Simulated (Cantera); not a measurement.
Premixed flame

A freely propagating, adiabatic, planar premixed flame of H2 : O2 : N2 = 1 : 0.263 : 0.737 (molar parts), equivalence ratio 1.9, unburnt at 498 K and 0.270 bar; mixture-averaged transport, grid criteria slope 0.08 and curve 0.16, no radiation.

Cantera simulation using the H2/O2 subset of GRI-Mech 3.0, which has no nitrogen chemistry; the numbers are that mechanism's predictions, not measurements. Burning velocities carry a grid error of a few per cent, more on coarse grids.

```tsv
z (mm)	T (K)	u (m/s)	x H2	x O2	x O	x OH	x H	x HO2
-6.57	498	6.82	0.500	0.132	<1e-8	<1e-8	<1e-8	<1e-8
-4.38	498	6.82	0.500	0.132	<1e-8	<1e-8	<1e-8	<1e-8
-3.28	498	6.82	0.500	0.132	<1e-8	<1e-8	<1e-8	<1e-8
-2.19	498	6.82	0.500	0.132	<1e-8	<1e-8	2.73e-8	1.44e-7
-1.09	511	6.99	0.498	0.131	8.93e-6	5.98e-5	0.000278	0.000127
-0.547	720	9.65	0.465	0.126	0.000276	0.000522	0.0130	6.94e-5
0	1163	15.1	0.315	0.0736	0.00533	0.00278	0.0877	2.40e-5
0.547	1433	18.5	0.204	0.0109	0.00483	0.00510	0.135	3.48e-6
1.09	1537	19.7	0.196	0.00286	0.00355	0.00589	0.132	8.58e-7
2.19	1652	21.0	0.205	0.00194	0.00325	0.00697	0.117	5.31e-7
4.38	1784	22.5	0.216	0.00157	0.00279	0.00788	0.0983	3.95e-7
8.75	1929	24.0	0.228	0.00112	0.00212	0.00828	0.0782	2.74e-7
17.5	2067	25.4	0.239	0.000710	0.00140	0.00785	0.0590	1.83e-7
```
x: mole fraction of selected species; z is measured from the peak of heat release.

- laminar burning velocity: 682 cm/s
- thermal thickness: 2.19 mm
- peak x(O): 0.00644
- peak x(OH): 0.00828
- peak x(H): 0.136
- peak x(HO2): 0.000135
